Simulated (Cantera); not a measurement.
Silicon oxide and oxynitride deposition: HMDSO + CO2 + N2

A closed system holds: 1 mol HMDSO, a varied amount of CO2, 30 mol N2, held at 1252 °C and 0.180 bar.

These are equilibrium values from Cantera (NASA tables, ideal gas, pure condensed phases), not measurements of a reactor. Candidate condensed phases: C, C6H6, C7H8, C8H18, H2O, Si, SiC, SiO2, Si2N2O, Si3N4; 151 gas species. The feed counts by its element totals alone. Mutual solubility and eutectic melting of coexisting phases are not modelled. The tables hold silica as quartz up to 1696 K and as liquid above; real silica turns to tridymite and cristobalite and melts near 1996 K. Gases not in the tables: Si(OH)4. Kinetics and transport are ignored.

From 2.2 mol CO2 to 5.7 mol CO2 the condensed part is C(graphite) + Si2N2O(s). At 7.9 mol CO2 the condensed part is SiO2(β-quartz) + Si2N2O(s). From 11 mol CO2 to 29 mol CO2 the condensed part is SiO2(β-quartz).

| n(CO2) (mol) | x N2 | x CO | x H2 | x CO2 | x H2O | n C(graphite) | n Si2N2O(s) | n SiO2(β-quartz) |
|---|---|---|---|---|---|---|---|---|
| 2.2 | 0.684 | 0.104 | 0.212 | 1.04e-6 | 5.69e-6 | 3.78 | 1.000 | 0 |
| 3 | 0.659 | 0.136 | 0.204 | 1.79e-6 | 7.21e-6 | 2.98 | 1.000 | 0 |
| 4.2 | 0.625 | 0.181 | 0.194 | 3.15e-6 | 9.08e-6 | 1.78 | 1.000 | 0 |
| 5.7 | 0.587 | 0.231 | 0.182 | 5.12e-6 | 1.09e-5 | 0.280 | 1.000 | 0 |
| 7.9 | 0.564 | 0.264 | 0.171 | 3.72e-5 | 6.48e-5 | 0 | 0.366 | 1.26 |
| 11 | 0.536 | 0.288 | 0.140 | 0.0154 | 0.0203 | 0 | 0 | 2.00 |
| 15 | 0.500 | 0.298 | 0.102 | 0.0520 | 0.0480 | 0 | 0 | 2.00 |
| 21 | 0.455 | 0.296 | 0.0673 | 0.113 | 0.0690 | 0 | 0 | 2.00 |
| 29 | 0.405 | 0.281 | 0.0429 | 0.192 | 0.0787 | 0 | 0 | 2.00 |
x: gas mole fraction; n: condensed amount in mol.
